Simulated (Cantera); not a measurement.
**CuO + HF + N2 (oxide etching and cleaning by halides)**

A closed system holds: 1 mol CuO, 30 mol HF, 37 mol N2, at 8100 Pa.

These are equilibrium values from Cantera (NASA tables, ideal gas, pure condensed phases), not measurements of a reactor. Candidate condensed phases: Cu, CuF2, CuO, Cu(OH)2, Cu2O, H2O; 45 gas species. Kinetics and transport are ignored.

From 825 K to 975 K the condensed part is CuF2(s) + CuO(s) + Cu2O(s). From 1050 K to 1425 K the condensed part is Cu2O(s). From 1500 K to 1800 K nothing is condensed. The main Cu-bearing gas is CuF2 at 825 K and CuF at 1800 K.

| T (K) | x N2 | x HF | x CuF | x H2O | x O2 | n CuF2(s) | n CuO(s) | n Cu2O(s) |
|---|---|---|---|---|---|---|---|---|
| 825 | 0.553 | 0.447 | 4.18e-8 | 0.000690 | 1.68e-6 | 0.0462 | 0.953 | 0.000224 |
| 900 | 0.552 | 0.447 | 9.33e-7 | 0.000277 | 4.45e-5 | 0.0182 | 0.970 | 0.00594 |
| 975 | 0.552 | 0.447 | 1.27e-5 | 0.000129 | 0.000699 | 0.00366 | 0.804 | 0.0934 |
| 1050 | 0.550 | 0.446 | 6.74e-5 | 0.000206 | 0.00367 | 0 | 0 | 0.492 |
| 1125 | 0.550 | 0.445 | 0.000263 | 0.000362 | 0.00365 | 0 | 0 | 0.483 |
| 1200 | 0.550 | 0.445 | 0.000809 | 0.000666 | 0.00364 | 0 | 0 | 0.464 |
| 1275 | 0.550 | 0.443 | 0.00204 | 0.00128 | 0.00363 | 0 | 0 | 0.423 |
| 1350 | 0.549 | 0.440 | 0.00444 | 0.00246 | 0.00362 | 0 | 0 | 0.342 |
| 1425 | 0.548 | 0.435 | 0.00867 | 0.00454 | 0.00361 | 0 | 0 | 0.200 |
| 1500 | 0.546 | 0.428 | 0.0145 | 0.00742 | 0.00359 | 0 | 0 | 0 |
| 1575 | 0.546 | 0.428 | 0.0145 | 0.00735 | 0.00360 | 0 | 0 | 0 |
| 1650 | 0.546 | 0.428 | 0.0144 | 0.00724 | 0.00360 | 0 | 0 | 0 |
| 1725 | 0.546 | 0.428 | 0.0141 | 0.00709 | 0.00361 | 0 | 0 | 0 |
| 1800 | 0.545 | 0.429 | 0.0138 | 0.00685 | 0.00365 | 0 | 0 | 0 |
x: gas mole fraction; n: condensed amount in mol.
